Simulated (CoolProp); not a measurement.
Saturation properties of nitrous oxide (Tc = 36.4 °C, pc = 72.45 bar, ω = 0.161).

The numbers come from the reference Helmholtz-energy equation of state, Lemmon 2006 in CoolProp. It is a short technical equation, of lower accuracy than the large ones.

```tsv
T (°C)	p (bar)	liquid density (kg/m³)	vapour density (kg/m³)	enthalpy of vaporisation (kJ/kg)
-49.75	6.538	1109	17.17	325.6
-43.45	8.291	1087	21.59	316.3
-37.25	10.34	1065	26.77	306.7
-30.95	12.77	1041	33.02	296.3
-24.65	15.60	1017	40.42	285.2
-18.45	18.82	991.6	49.01	273.5
-12.15	22.55	964.6	59.34	260.7
-5.85	26.79	935.7	71.61	246.8
0.35	31.50	905.3	86.06	231.8
6.65	36.89	871.6	103.8	214.8
12.95	42.92	834.0	125.8	195.5
19.15	49.56	791.5	153.5	173.3
25.45	57.08	738.7	192.0	145.3
31.75	65.52	662.8	254.3	105.0
```

It boils at -88.5 °C under 1 atm.
